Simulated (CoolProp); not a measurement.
Vapour-liquid equilibrium of dimethyl ether (1) + ethanol (2) at -7.25 °C; x and y are mole fractions of (1).

Model: multi-fluid Helmholtz-energy mixture model, Wu 2011 and Schroeder 2014; pair parameters Bell 2016, in CoolProp.

```csv
x,bubble pressure (kPa),y at the bubble point,dew pressure at overall composition x (kPa),liquid density (mol/L)
0.05,19.18,0.952,0.9964,17.56
0.2,66.30,0.988,1.183,17.31
0.35,102.5,0.993,?,17.04
0.5,129.6,0.995,1.890,16.75
0.65,?,?,?,?
0.8,171.2,?,4.701,?
0.95,195.2,0.999,?,15.59
```

Q: Complete the blanks.

A: 
- 0.35, dew pressure at overall composition x (kPa): 1.455
- 0.65, bubble pressure (kPa): 151.1
- 0.65, y at the bubble point: 0.997
- 0.65, dew pressure at overall composition x (kPa): 2.697
- 0.65, liquid density (mol/L): 16.42
- 0.8, y at the bubble point: 0.998
- 0.8, liquid density (mol/L): 16.04
- 0.95, dew pressure at overall composition x (kPa): 18.29

No azeotrope shows between x = 0.05 and 0.95.

The pair parameters rest on a limited set of measurements; away from them the model extrapolates. With so large a gap from Raoult's law the liquid may split in two, which this calculation doesn't test in full.
